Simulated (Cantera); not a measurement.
A closed system holds: 1 mol Si3N4, 8.7 mol H2, equilibrated at 1477 °C and 2.00 mbar.

Equilibrium computed with Cantera from the NASA thermochemical tables; the gas is ideal and each condensed phase is pure. Candidate condensed phases: Si, Si3N4; 18 gas species. Gases not in the tables: Si2H6 and higher silanes. The numbers say what is thermodynamically allowed, not how fast it happens.

Base state: H2 0.808, N2 0.186, H 0.00468, Si 0.000751, SiH 3.99e-5, SiH2 1.68e-5, Si2N 1.27e-5 (mole fractions); condensed: Si(l).

**Question.** What changes in the equilibrium state with this change: Si3N4 replaced by ZrN?

**Answer.** 
```json
[
 {"species": "H2", "before": "0.808", "after": "0.995"},
 {"species": "H", "before": "0.00468", "after": "0.00519"},
 {"species": "N2", "before": "0.186", "after": "1.58e-9"},
 {"species": "Si", "before": "0.000751", "after": "0"},
 {"species": "SiH", "before": "3.99e-5", "after": "0"},
 {"species": "SiH2", "before": "1.68e-5", "after": "0"},
 {"species": "Si2N", "before": "1.27e-5", "after": "0"},
 {"species": "Si(l), mol", "before": "2.99", "after": "0"},
 {"species": "ZrN(s), mol", "before": "0", "after": "1.00"}
]
```
ZrN: taken at fixed stoichiometry. Further candidate phases: Zr, ZrN.
